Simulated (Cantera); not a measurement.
Standard-state values (1 bar) from the NASA 1993 polynomials, evaluated with Cantera. Values are per mole of reaction as written; species without (g) are pure solids or liquids, kept so even where they would boil at 1 bar.

2 Br₂(g) + 2 BaO → 2 BaBr₂ + O₂(g), with ΔH° = -481.0 kJ and ΔS° = -132.8 J/K at 300 K.

Task: How far is the shortcut ΔG° ≈ ΔH°(300 K) − T·ΔS°(300 K) from the full temperature-dependent value at 1900, 1925, 1950, 1975, 2000 K?

Result: 
```json
[
 {"T (K)": "1900", "shortcut (kJ)": "-228.8", "full (kJ)": "-315.7", "difference (kJ)": "86.9", "difference in log10 K": "-2.39", "condensed phases": "BaO(s), BaBr₂(l)"},
 {"T (K)": "1925", "shortcut (kJ)": "-225.5", "full (kJ)": "-315.1", "difference (kJ)": "89.6", "difference in log10 K": "-2.43", "condensed phases": "BaO(s), BaBr₂(l)"},
 {"T (K)": "1950", "shortcut (kJ)": "-222.2", "full (kJ)": "-314.5", "difference (kJ)": "92.3", "difference in log10 K": "-2.47", "condensed phases": "BaO(s), BaBr₂(l)"},
 {"T (K)": "1975", "shortcut (kJ)": "-218.8", "full (kJ)": "-313.9", "difference (kJ)": "95.1", "difference in log10 K": "-2.51", "condensed phases": "BaO(s), BaBr₂(l)"},
 {"T (K)": "2000", "shortcut (kJ)": "-215.5", "full (kJ)": "-313.3", "difference (kJ)": "97.8", "difference in log10 K": "-2.55", "condensed phases": "BaO(s), BaBr₂(l)"}
]
```
The shortcut ignores heat capacities and the phase changes listed.
